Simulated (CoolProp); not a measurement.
Values from CoolProp's reference Helmholtz-energy equation of state, Lemmon 2022.

Task: Give the vapour pressure (MPa), liquid cp (kJ/(kg K)), liquid conductivity (mW/(m K)) of saturated R1234yf at 262.3 K.

Result: 
```
T (K)  p (MPa)  liquid cp (kJ/(kg K))  liquid conductivity (mW/(m K))
-----  -------  ---------------------  ------------------------------
262.3    0.215                   1.27                            75.1
```

Thermal conductivity comes from a separate model (Perkins 2011).
